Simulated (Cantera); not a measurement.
## Pyrogenic steam for wet oxidation

A perfectly stirred reactor is fed with 13.4 % H2, 12.2 % O2, 74.4 % N2, equivalence ratio 0.55, at 0.170 bar; it is held at 900 K, and followed from long to short residence time.

Computed with Cantera and GRI-Mech 3.0 (53 species, 325 reactions). Below about 950 K walls govern HO2 and H2O2 in real vessels. The temperature is held fixed by assumption; the heat of reaction is taken as removed at once.

```
τ (s)      x H2    x O2    x HO2    x N2O     x NO       x H     x NO2
------  -------  ------  -------  -------  -------  --------  --------
0.41    0.00575  0.0615  1.60e-5  2.44e-8  1.00e-8   3.87e-5  1.04e-10
0.20    0.00756  0.0623  1.71e-5  1.93e-8  1.56e-8   7.77e-5  8.79e-11
0.097    0.0101  0.0635  1.82e-5  1.49e-8  2.36e-8  0.000156  7.22e-11
0.047    0.0136  0.0652  1.92e-5  1.12e-8  3.46e-8  0.000308  5.80e-11
0.023    0.0185  0.0675  2.01e-5  8.25e-9  4.87e-8  0.000593  4.57e-11
0.011    0.0253  0.0707  2.10e-5  5.91e-9  6.63e-8   0.00114  3.52e-11
0.0054   0.0341  0.0750  2.16e-5  4.19e-9  8.45e-8   0.00206  2.67e-11
0.0026   0.0461  0.0808  2.21e-5  2.84e-9  9.96e-8   0.00358  1.95e-11
```
x: mole fraction; the columns are a selection and need not sum to one.
